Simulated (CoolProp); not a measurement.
cis-2-butene at 316 K and 0.176 MPa is compressed adiabatically to 1.12 MPa with isentropic efficiency 0.7. Each further row changes one setting.

The numbers come from the reference Helmholtz-energy equation of state, Lemmon 2005 in CoolProp. It is a short technical equation, of lower accuracy than the large ones.

```json
[
 {"case": "as stated", "work (kJ/kg)": "124", "final temperature (K)": "401.7", "final density (kg/m³)": "21.7"},
 {"case": "efficiency 1", "work (kJ/kg)": "86.9", "final temperature (K)": "383.4", "final density (kg/m³)": "23.5"},
 {"case": "efficiency 0.65", "work (kJ/kg)": "134", "final temperature (K)": "406.4", "final density (kg/m³)": "21.3"}
]
```
